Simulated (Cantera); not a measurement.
A Cantera script and its output.

```python
import numpy as np
import cantera as ct

gas = ct.Solution("h2o2.yaml")
gas.TPX = 1275, 2400, {'H2': 0.007, 'O2': 1, 'N2': 0.77}
inlet = ct.Reservoir(gas, clone=True)

reactor = ct.IdealGasConstPressureReactor(gas, energy="off", clone=False)
exhaust = ct.Reservoir(gas, clone=True)
tau = [7.4, 1.8, 0.45, 0.11, 0.028, 0.0068, 0.0017][0]
for a, b in ((inlet, reactor), (reactor, exhaust)):
    ct.MassFlowController(a, b, mdot=lambda t: reactor.mass / tau)
net = ct.ReactorNet([reactor])
show = ['H2', 'O2', 'H', 'H2O2', 'HO2']

rows = []
print(f"{'tau/s':>10s}{'T/K':>9s}" + "".join(f"{s:>11s}" for s in show))
for tau in [7.4, 1.8, 0.45, 0.11, 0.028, 0.0068, 0.0017]:
    net.initial_time = 0.0
    net.advance(30 * tau)
    before = gas.X
    net.advance(40 * tau)
    drift = np.max(np.abs(gas.X - before) / (gas.X + 1e-9))
    rows.append([gas.T, *gas[show].X, drift])
    print(f"{tau:10.3e}{gas.T:9.1f}" + "".join(f"{x:11.3e}" for x in gas[show].X))
```

Output:

```
     tau/s      T/K         H2         O2          H       H2O2        HO2
 7.400e+00   1275.0  5.380e-06  5.616e-01  2.436e-06  3.965e-09  1.268e-07
 1.800e+00   1275.0  1.196e-05  5.613e-01  8.843e-06  6.302e-09  2.154e-07
 4.500e-01   1275.0  2.662e-05  5.607e-01  2.680e-05  8.855e-09  3.310e-07
 1.100e-01   1275.0  6.566e-05  5.600e-01  6.263e-05  1.186e-08  4.630e-07
 2.800e-02   1275.0  1.832e-04  5.596e-01  1.069e-04  1.695e-08  6.047e-07
 6.800e-03   1275.0  5.827e-04  5.597e-01  1.468e-04  2.700e-08  7.724e-07
 1.700e-03   1275.0  1.784e-03  5.607e-01  1.202e-04  3.081e-08  8.282e-07
```

Cantera simulation using the H2/O2 subset of GRI-Mech 3.0, which has no nitrogen chemistry; the numbers are that mechanism's predictions, not measurements. Radical loss at walls, strong at low pressure, is not modelled.
